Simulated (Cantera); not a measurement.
A perfectly stirred reactor is fed with C2H4 : H2 = 1 : 12 (molar parts), at 20.0 Torr; it is held at 1825 K, and followed from long to short residence time.

Cantera simulation using GRI-Mech 3.0 (53 species, 325 reactions); the numbers are that mechanism's predictions, not measurements. GRI-Mech 3.0 was tuned for natural gas; its chemistry of ethylene as a main component is partial and can be far from experiment. GRI-Mech 3.0 stops at C3 and has no aromatics, soot or wall deposition, so with more carbon than oxygen in the feed, carbon stays in small species such as C2H2 where larger ones or solid carbon would form. Radical loss at walls, strong at low pressure, is not modelled.

One state of this run: x C2H4 = 0.0226; x H2 = 0.927; x C2H2 = 0.0504; x CH4 = 1.39e-5; x CH2 = 7.70e-9; x C2H = 6.85e-8; x H = 0.000130. x: mole fraction; the columns are a selection and need not sum to one.

Q: Which value of τ (s) does it belong to?
A) 0.00029
B) 0.011
C) 0.037
D) 0.12

A: B, 0.011
